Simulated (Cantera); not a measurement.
Mixture: C₃H₈ : O₂ : N₂ = 1 : 3.57 : 13.4 (molar parts), equivalence ratio 1.4, at 1.00 bar, adiabatic and at constant pressure. Ignition delay is the time to a rise of 400 K.

Computed with Cantera and GRI-Mech 3.0 (53 species, 325 reactions). GRI-Mech 3.0 was tuned for natural gas; its chemistry of propane as a main component is partial and can be far from experiment.

Problem. What does this change do: C3H8 1 to 1.5 parts?

Solution. 
| quantity | before | after |
|---|---|---|
| delay at 1150 K | 18.3 ms | 18.5 ms |
| delay at 1350 K | 0.471 ms | 0.492 ms |
| delay at 1550 K | 52.8 µs | 57.6 µs |
| delay at 1750 K | 15.8 µs | 17.8 µs |
| delay at 1950 K | 7.71 µs | 8.89 µs |
| apparent activation energy between 1850 and 2050 K | 91 kJ/mol | 89 kJ/mol |

Problem. What does this change do: 0.75 parts H2 added?

Solution. 
```json
[
 {"quantity": "delay at 1150 K", "before": "18.3 ms", "after": "10.1 ms"},
 {"quantity": "delay at 1350 K", "before": "0.471 ms", "after": "0.392 ms"},
 {"quantity": "delay at 1550 K", "before": "52.8 µs", "after": "49.0 µs"},
 {"quantity": "delay at 1750 K", "before": "15.8 µs", "after": "15.1 µs"},
 {"quantity": "delay at 1950 K", "before": "7.71 µs", "after": "7.40 µs"},
 {"quantity": "apparent activation energy between 1850 and 2050 K", "before": "91 kJ/mol", "after": "91 kJ/mol"}
]
```
